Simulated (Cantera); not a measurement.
Feed: 1 mol MgO, 2.2 mol CO, 0.52 mol H2, 1.8 mol CH4, equilibrated at 0.0750 Torr.

Method: chemical equilibrium by Gibbs-energy minimisation in Cantera with the NASA 1993 tables (ideal gas, pure condensed phases). Candidate condensed phases: C, C6H6, C7H8, C8H18, H2O, Mg, MgCO3, MgO, Mg(OH)2; 116 gas species. The tables' values for MgH are old estimates; treat these amounts as uncertain. The numbers say what is thermodynamically allowed, not how fast it happens. All values below are at 1898 K.

Base state: H2 0.456, CO 0.374, Mg 0.117, H 0.0528, C2H2 (acetylene) 0.000171, MgH 1.15e-5 (mole fractions); condensed: C(graphite).

### Question
What changes in the equilibrium state with this change: CH4 from 1.8 to 0.53 mol?

### Answer
```json
[
 {"species": "CO", "before": "0.374", "after": "0.492"},
 {"species": "H2", "before": "0.456", "after": "0.233"},
 {"species": "Mg", "before": "0.117", "after": "0.168"},
 {"species": "CO2", "before": "<1e-9", "after": "0.0227"},
 {"species": "H2O", "before": "3.07e-9", "after": "0.0452"},
 {"species": "H", "before": "0.0528", "after": "0.0378"},
 {"species": "OH", "before": "<1e-9", "after": "0.000598"},
 {"species": "C2H2 (acetylene)", "before": "0.000171", "after": "<1e-9"},
 {"species": "MgOH", "before": "<1e-9", "after": "0.000123"},
 {"species": "O", "before": "<1e-9", "after": "7.28e-5"},
 {"species": "MgO", "before": "<1e-9", "after": "2.49e-5"},
 {"species": "C(graphite), mol", "before": "0.797", "after": "0"},
 {"species": "MgO(s), mol", "before": "0", "after": "0.105"}
]
```
